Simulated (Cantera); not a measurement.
**Ignition delay**

Mixture: 12.2 % CO, 1.12 % H2, 8.19 % CH4, 16.5 % O2, 62.0 % N2, equivalence ratio 1.4, at 1.00 atm, adiabatic and at constant pressure. Ignition delay is the time to a rise of 400 K.

Cantera simulation using GRI-Mech 3.0 (53 species, 325 reactions); the numbers are that mechanism's predictions, not measurements.

```tsv
T0 (K)	delay (ms)
1125	41.5
1200	16.9
1275	7.02
1350	3.04
1425	1.40
1500	0.705
1575	0.385
1650	0.226
1725	0.141
```

| Quantity | Result |
|---|---|
| apparent activation energy between 1575 and 1725 K | 150 kJ/mol |
